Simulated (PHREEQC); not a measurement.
Dissolve 6.6e-05 mol/kgw CaSO4, 0.00011 mol/kgw Na2SO4 and 0.0013 mol/kgw NaCl at 34 °C. Closed to the air; pH follows from the charge balance.

Model: ion-association model, wateq4f.dat, run in PHREEQC.

```yaml
ionic_strength: 0.00188 mol/kgw
```

```csv
species,molality,activity,log γ
Na+,0.00152,0.00145,-0.021
Cl-,0.00130,0.00124,-0.021
SO4-2,0.000173,0.000143,-0.084
Ca+2,6.44e-5,5.31e-5,-0.084
CaSO4,1.64e-6,1.64e-6,0.000
NaSO4-,1.15e-6,1.09e-6,-0.021
OH-,1.46e-7,1.39e-7,-0.021
H+,1.44e-7,1.38e-7,-0.020
HSO4-,2.46e-9,2.34e-9,-0.021
```

Precipitation was switched off in this run.
